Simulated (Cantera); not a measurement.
A perfectly stirred reactor is fed with CO : H2 : O2 : N2 = 1 : 0.042 : 1.21 : 4.56 (molar parts), equivalence ratio 0.43, at 750 Torr; it is adiabatic with a 498 K inlet, and is followed from long to short residence time, starting on the burning branch (τ in s: 0.032, 0.018, 0.0099, 0.0055, 0.0031, 0.0017, 0.00094, 0.00052, 0.00029, 0.00016, 8.9e-05, 5e-05, 2.8e-05).

Detailed kinetics in Cantera: GRI-Mech 3.0 (53 species, 325 reactions).

Problem. Predict: blow-out, bracketed by the residence times tried; x(CO) at τ = 32.0 ms; x(H2) at τ = 32.0 ms; x(O2) at τ = 32.0 ms; x(N2O) at τ = 32.0 ms; x(CO2) at τ = 32.0 ms; x(CO) at τ = 0.940 ms; x(H2) at τ = 0.940 ms; x(O2) at τ = 0.940 ms.

Solution. 
- blow-out, bracketed by the residence times tried = burning at 1.70 ms, out at 0.940 ms
- x(CO) at τ = 32.0 ms = 0.00572
- x(H2) at τ = 32.0 ms = 4.82e-5
- x(O2) at τ = 32.0 ms = 0.111
- x(N2O) at τ = 32.0 ms = 1.30e-6
- x(CO2) at τ = 32.0 ms = 0.153
- x(CO) at τ = 0.940 ms = 0.147
- x(H2) at τ = 0.940 ms = 0.00617
- x(O2) at τ = 0.940 ms = 0.178
